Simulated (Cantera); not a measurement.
An adiabatic, constant-pressure homogeneous reactor starts with H₂ : O₂ : N₂ = 1 : 1.56 : 5.88 (molar parts), equivalence ratio 0.32, at 1450 K and 4.93 atm. Integrator tolerance rtol = 1e-08.

Detailed kinetics in Cantera: the H2/O2 subset of GRI-Mech 3.0, which has no nitrogen chemistry. The hydrogen kinetics of GRI-Mech 3.0 are dated; newer H2 mechanisms differ, most at raised pressure.

**Question.** What does this change do: pressure from 4.93 atm to 5.43 atm?

**Answer.** 
```
quantity                                                              before                                      after
---------------------------------  -----------------------------------------  -----------------------------------------
time of steepest temperature rise                                    3.98 µs                                    3.65 µs
temperature at 9.00 s                                                 2260 K                                     2260 K
equilibrium temperature                                               2260 K                                     2260 K
x(H₂) at 9.00 s                    0.000251 (gas-phase equilibrium 0.000251)  0.000240 (gas-phase equilibrium 0.000240)
x(O₂) at 9.00 s                          0.132 (gas-phase equilibrium 0.132)        0.132 (gas-phase equilibrium 0.132)
x(H) at 9.00 s                       5.58e-5 (gas-phase equilibrium 5.58e-5)    5.22e-5 (gas-phase equilibrium 5.22e-5)
x(H₂O) at 9.00 s                         0.123 (gas-phase equilibrium 0.123)        0.123 (gas-phase equilibrium 0.123)
x(OH) at 9.00 s                      0.00418 (gas-phase equilibrium 0.00418)    0.00409 (gas-phase equilibrium 0.00409)
x(O) at 9.00 s                     0.000639 (gas-phase equilibrium 0.000639)  0.000612 (gas-phase equilibrium 0.000612)
x(HO₂) at 9.00 s                     8.41e-6 (gas-phase equilibrium 8.41e-6)    8.63e-6 (gas-phase equilibrium 8.63e-6)
```

**Question.** What does this change do: N2 5.88 to 4.6 parts?

**Answer.** 
```tsv
quantity	before	after
time of steepest temperature rise	3.98 µs	3.36 µs
temperature at 9.00 s	2260 K	2384 K
equilibrium temperature	2260 K	2384 K
x(H₂) at 9.00 s	0.000251 (gas-phase equilibrium 0.000251)	0.000545 (gas-phase equilibrium 0.000545)
x(O₂) at 9.00 s	0.132 (gas-phase equilibrium 0.132)	0.156 (gas-phase equilibrium 0.156)
x(H) at 9.00 s	5.58e-5 (gas-phase equilibrium 5.58e-5)	0.000155 (gas-phase equilibrium 0.000155)
x(H₂O) at 9.00 s	0.123 (gas-phase equilibrium 0.123)	0.145 (gas-phase equilibrium 0.145)
x(OH) at 9.00 s	0.00418 (gas-phase equilibrium 0.00418)	0.00742 (gas-phase equilibrium 0.00742)
x(O) at 9.00 s	0.000639 (gas-phase equilibrium 0.000639)	0.00141 (gas-phase equilibrium 0.00141)
x(HO₂) at 9.00 s	8.41e-6 (gas-phase equilibrium 8.41e-6)	1.50e-5 (gas-phase equilibrium 1.50e-5)
```
